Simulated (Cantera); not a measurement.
Input: 1 mol TEOS, 6.3 mol CO2, 1.2 mol O3, equilibrated at 852 °C and 100 Torr.

These are equilibrium values from Cantera (NASA tables, ideal gas, pure condensed phases), not measurements of a reactor. Candidate condensed phases: C, C6H6, C7H8, C8H18, H2O, Si, SiC, SiO2; 123 gas species. The feed counts by its element totals alone. Rates play no part.

Base state: CO 0.497, H2 0.342, CO2 0.0913, H2O 0.0692 (mole fractions); condensed: SiO2(β-quartz).

Question: What changes in the equilibrium state with this change: O3 from 1.2 to 0.1 mol?

Answer: 
```csv
species,before,after
CO,0.497,0.574
H2,0.342,0.401
CO2,0.0913,0.0140
H2O,0.0692,0.0108
CH4,9.51e-6,0.000113
"SiO2(β-quartz), mol",1.00,1.00
```
